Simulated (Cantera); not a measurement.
**Equilibrium for titanium nitride, carbide and oxide coatings: TiCl4 + CH4 + H2**

Feed: 1 mol TiCl4, 3.9 mol CH4, 1.9 mol H2, at 0.100 bar.

Equilibrium computed with Cantera from the NASA thermochemical tables; the gas is ideal and each condensed phase is pure. Candidate condensed phases: C, C6H6, C7H8, C8H18, Ti, TiC, TiCl2, TiCl3, TiCl4; 96 gas species. The tables' values for TiCl2 are old estimates; treat these amounts as uncertain. TiC: taken at fixed stoichiometry. Kinetics and transport are ignored.

From 1375 K to 2175 K the condensed part is C(graphite) + TiC(s). The main Ti-bearing gas is TiCl3 throughout. The share of Ti in condensed phases is highest at 2175 K (97.5 %) and lowest at 1375 K (82.6 %).

| T (K) | x H2 | x HCl | x H | x TiCl3 | x TiCl4 | x Cl | x C2H2 (acetylene) | x TiCl2 | n C(graphite) | n TiC(s) |
|---|---|---|---|---|---|---|---|---|---|---|
| 1375 | 0.691 | 0.294 | 9.01e-6 | 0.00803 | 0.00697 | 3.17e-6 | 1.23e-6 | 1.02e-5 | 3.07 | 0.826 |
| 1475 | 0.678 | 0.313 | 3.38e-5 | 0.00653 | 0.00290 | 1.26e-5 | 4.52e-6 | 2.58e-5 | 3.01 | 0.890 |
| 1575 | 0.670 | 0.323 | 0.000108 | 0.00505 | 0.00122 | 4.12e-5 | 1.41e-5 | 5.47e-5 | 2.97 | 0.926 |
| 1675 | 0.666 | 0.329 | 0.000300 | 0.00387 | 0.000541 | 0.000115 | 3.87e-5 | 0.000103 | 2.95 | 0.947 |
| 1775 | 0.664 | 0.332 | 0.000746 | 0.00300 | 0.000256 | 0.000286 | 9.45e-5 | 0.000178 | 2.94 | 0.960 |
| 1875 | 0.662 | 0.333 | 0.00169 | 0.00236 | 0.000130 | 0.000643 | 0.000210 | 0.000288 | 2.93 | 0.968 |
| 1975 | 0.659 | 0.333 | 0.00351 | 0.00188 | 6.93e-5 | 0.00133 | 0.000428 | 0.000440 | 2.92 | 0.972 |
| 2075 | 0.656 | 0.332 | 0.00682 | 0.00151 | 3.89e-5 | 0.00255 | 0.000813 | 0.000640 | 2.91 | 0.974 |
| 2175 | 0.650 | 0.329 | 0.0124 | 0.00123 | 2.26e-5 | 0.00460 | 0.00145 | 0.000891 | 2.89 | 0.975 |
x: gas mole fraction; n: condensed amount in mol.
